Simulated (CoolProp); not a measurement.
Model: reference Helmholtz-energy equation of state, Gao 2016, in CoolProp.

Q: For sulfur dioxide, give the phase and the cp (kJ/(kg K)), cv (kJ/(kg K)) at 30.45 °C and 101 kPa; 76.05 °C and 101 kPa.

A: 
- 30.45 °C and 101 kPa: gas; cp 0.650, cv 0.509
- 76.05 °C and 101 kPa: gas; cp 0.664, cv 0.528
